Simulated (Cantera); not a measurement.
A freely propagating, adiabatic, planar premixed flame of CH4 : O2 : N2 = 1 : 1.82 : 6.84 (molar parts), equivalence ratio 1.1, unburnt at 625 K and 1.90 bar; mixture-averaged transport, grid criteria slope 0.08 and curve 0.16, no radiation.

Detailed kinetics in Cantera: GRI-Mech 3.0 (53 species, 325 reactions). Burning velocities carry a grid error of a few per cent, more on coarse grids.

Problem. What does this change do: inlet temperature 625 to 348 K?

Solution. 
| quantity | before | after |
|---|---|---|
| laminar burning velocity | 117 cm/s | 39.0 cm/s |
| thermal thickness | 0.192 mm | 0.260 mm |
| peak x(CH2) | 8.31e-5 | 5.14e-5 |
| peak x(CH2CO) | 0.000208 | 0.000168 |
| peak x(HO2) | 0.000193 | 0.000160 |
| peak x(H2) | 0.0280 | 0.0236 |

Problem. What does this change do: inlet temperature 625 to 373 K?

Solution. 
```
quantity                    before      after
------------------------  --------  ---------
laminar burning velocity  117 cm/s  43.8 cm/s
thermal thickness         0.192 mm   0.252 mm
peak x(CH2)                8.31e-5    5.38e-5
peak x(CH2CO)             0.000208   0.000171
peak x(HO2)               0.000193   0.000163
peak x(H2)                  0.0280     0.0240
```
